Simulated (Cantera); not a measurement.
Cantera with NASA thermochemical tables; ideal gases at 1 bar, condensed phases pure. Values are per mole of reaction as written; species without (g) are pure solids or liquids, kept so even where they would boil at 1 bar. TaC: taken at fixed stoichiometry.

5 TaC + C3H8(g) + 8 N(g) → 8 HCN(g) + 5 Ta

```json
[
 {"T (K)": "300", "ΔH° (kJ)": "-1876.3", "ΔS° (J/K)": "113.3", "ΔG° (kJ)": "-1910.3", "log10 K": "332.60"},
 {"T (K)": "1798", "ΔH° (kJ)": "-1951.5", "ΔS° (J/K)": "35.0", "ΔG° (kJ)": "-2014.5", "log10 K": "58.52"},
 {"T (K)": "1898", "ΔH° (kJ)": "[?]", "ΔS° (J/K)": "[?]", "ΔG° (kJ)": "[?]", "log10 K": "[?]"},
 {"T (K)": "1998", "ΔH° (kJ)": "-1963.9", "ΔS° (J/K)": "28.5", "ΔG° (kJ)": "-2020.8", "log10 K": "52.83"},
 {"T (K)": "2098", "ΔH° (kJ)": "[?]", "ΔS° (J/K)": "[?]", "ΔG° (kJ)": "[?]", "log10 K": "[?]"},
 {"T (K)": "2198", "ΔH° (kJ)": "-1976.4", "ΔS° (J/K)": "22.5", "ΔG° (kJ)": "-2025.9", "log10 K": "48.14"},
 {"T (K)": "2298", "ΔH° (kJ)": "[?]", "ΔS° (J/K)": "[?]", "ΔG° (kJ)": "[?]", "log10 K": "[?]"},
 {"T (K)": "2398", "ΔH° (kJ)": "-1988.9", "ΔS° (J/K)": "17.1", "ΔG° (kJ)": "-2029.8", "log10 K": "44.21"},
 {"T (K)": "2498", "ΔH° (kJ)": "-1995.0", "ΔS° (J/K)": "14.6", "ΔG° (kJ)": "-2031.4", "log10 K": "42.48"},
 {"T (K)": "2598", "ΔH° (kJ)": "[?]", "ΔS° (J/K)": "[?]", "ΔG° (kJ)": "[?]", "log10 K": "[?]"},
 {"T (K)": "2698", "ΔH° (kJ)": "-2007.0", "ΔS° (J/K)": "10.0", "ΔG° (kJ)": "-2033.9", "log10 K": "39.38"}
]
```

**Question.** Complete the blanks.

**Answer.** 
- 1898, ΔH° (kJ): -1957.7
- 1898, ΔS° (J/K): 31.7
- 1898, ΔG° (kJ): -2017.8
- 1898, log10 K: 55.53
- 2098, ΔH° (kJ): -1970.1
- 2098, ΔS° (J/K): 25.4
- 2098, ΔG° (kJ): -2023.5
- 2098, log10 K: 50.38
- 2298, ΔH° (kJ): -1982.6
- 2298, ΔS° (J/K): 19.7
- 2298, ΔG° (kJ): -2028.0
- 2298, log10 K: 46.10
- 2598, ΔH° (kJ): -2001.1
- 2598, ΔS° (J/K): 12.2
- 2598, ΔG° (kJ): -2032.8
- 2598, log10 K: 40.87
